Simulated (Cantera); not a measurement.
Input: 1 mol Hg, 0.14 mol O₂, 2 mol H₂, held at 1500 K and 68.0 mbar.

These are equilibrium values from Cantera (NASA tables, ideal gas, pure condensed phases), not measurements of a reactor. Candidate condensed phases: H₂O, Hg, HgO; 10 gas species. Kinetics and transport are ignored.

Base state: H₂ 0.573, Hg 0.333, H₂O 0.0933, H 5.11e-5 (mole fractions); condensed: gas only.

**Question.** What changes in the equilibrium state with this change: O₂ from 0.14 to 0.53 mol?

**Answer.** 
```csv
species,before,after
H₂O,0.0933,0.353
Hg,0.333,0.333
H₂,0.573,0.313
H,5.11e-5,3.78e-5
```
